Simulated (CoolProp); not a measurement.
C3F8 (R218) at 293.15 K and 0.479 MPa is throttled through a valve to 0.217 MPa with no heat exchange. Each further row changes one setting.

Values from CoolProp's reference Helmholtz-energy equation of state, Lemmon 2006. It is a short technical equation, of lower accuracy than the large ones.

```tsv
case	temperature change (K)	final density (kg/m³)
as stated	-4.1	17.9
outlet pressure 0.0651 MPa	-6.3	5.21
outlet pressure 0.282 MPa	-3.1	23.6
```
